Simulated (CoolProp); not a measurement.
Vapour-liquid equilibrium of toluene (1) + n-nonane (2) at 108 kPa; x and y are mole fractions of (1).

Computed with CoolProp (multi-fluid Helmholtz-energy mixture model, Lemmon 2006 and Lemmon 2006; pair parameters Bell 2016).

```tsv
x	bubble temperature (°C)	y at the bubble point	dew temperature at overall composition x (°C)	liquid density (mol/L)
0.05	149.1	0.142	151.8	4.861
0.15	141.8	0.362	148.8	5.129
0.25	135.9	0.517	145.7	5.411
0.35	131.0	0.630	142.2	5.709
0.45	127.0	0.715	138.5	6.029
0.55	123.6	0.782	134.5	6.375
0.65	120.8	0.837	130.1	6.752
0.75	118.3	0.886	125.2	7.169
0.85	116.0	0.932	120.1	7.631
0.95	113.9	0.977	115.1	8.149
```

No azeotrope shows between x = 0.05 and 0.95.

The pair parameters rest on a limited set of measurements; away from them the model extrapolates.
